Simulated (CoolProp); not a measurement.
A closed Brayton cycle with carbon dioxide: compressor inlet 316.15 K and 9.9 MPa, high pressure 28.6 MPa, turbine inlet 780 K, compressor efficiency 0.8, turbine efficiency 0.85, recuperator effectiveness 0.8 (on enthalpy, no pinch check). Each further row changes one setting.

The numbers come from the reference Helmholtz-energy equation of state, Span 1996 in CoolProp.

| case | thermal efficiency (%) | net work (kJ/kg) | compressor to turbine work | compressor exit (K) | turbine exit (K) |
|---|---|---|---|---|---|
| as stated | (withheld) | 86.1 | 0.30 | 362.3 | 662.8 |
| turbine inlet 730 K | 26.3 | 76.7 | 0.32 | 362.3 | (withheld) |
| compressor inlet 326.15 K | 25.8 | (withheld) | 0.42 | 402.4 | 662.8 |
| high pressure 24.3 MPa | 25.9 | (withheld) | (withheld) | 354.4 | 680.4 |
| recuperator effectiveness 0.5 | 20.5 | 86.1 | 0.30 | 362.3 | 662.8 |

**Question.** Some entries are withheld; supply them.

**Answer.** 
- as stated, thermal efficiency (%): 27.6
- turbine inlet 730 K, turbine exit (K): 616.8
- compressor inlet 326.15 K, net work (kJ/kg): 71.3
- high pressure 24.3 MPa, net work (kJ/kg): 76.4
- high pressure 24.3 MPa, compressor to turbine work: 0.27
